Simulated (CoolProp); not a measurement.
Computed with CoolProp (reference Helmholtz-energy equation of state, Thol 2012).

### Question
Give the vapour pressure (MPa), vapour density (kg/m³), enthalpy of vaporisation (kJ/kg), liquid viscosity (µPa s) of saturated benzene at 391.8 K.

### Answer
| T (K) | p (MPa) | vapour density (kg/m³) | enthalpy of vaporisation (kJ/kg) | liquid viscosity (µPa s) |
|---|---|---|---|---|
| 391.8 | 0.290 | 7.50 | 364 | 225 |

Viscosity comes from a separate model (Avgeri 2014).
